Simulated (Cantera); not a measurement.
A perfectly stirred reactor is fed with CH4 : CO2 = 0.21 : 0.45 (molar parts), at 760 Torr; it is held at 1648 K, and followed from long to short residence time.

Model: GRI-Mech 3.0 (53 species, 325 reactions), integrated in Cantera.

Question: Predict: x(CH4) at τ = 0.660 s; x(CO2) at τ = 0.660 s; x(CH2CO) at τ = 0.660 s; x(C2H6) at τ = 0.660 s; x(HCO) at τ = 0.660 s; x(CH4) at τ = 23.0 ms; x(CO2) at τ = 23.0 ms; x(CH2CO) at τ = 23.0 ms; x(C2H6) at τ = 23.0 ms; x(HCO) at τ = 23.0 ms.

Answer: 
| Property | Result |
|---|---|
| x(CH4) at τ = 0.660 s | 0.0338 |
| x(CO2) at τ = 0.660 s | 0.203 |
| x(CH2CO) at τ = 0.660 s | 4.35e-5 |
| x(C2H6) at τ = 0.660 s | 2.72e-5 |
| x(HCO) at τ = 0.660 s | 1.31e-8 |
| x(CH4) at τ = 23.0 ms | 0.175 |
| x(CO2) at τ = 23.0 ms | 0.532 |
| x(CH2CO) at τ = 23.0 ms | 2.23e-5 |
| x(C2H6) at τ = 23.0 ms | 0.000463 |
| x(HCO) at τ = 23.0 ms | 1.22e-8 |
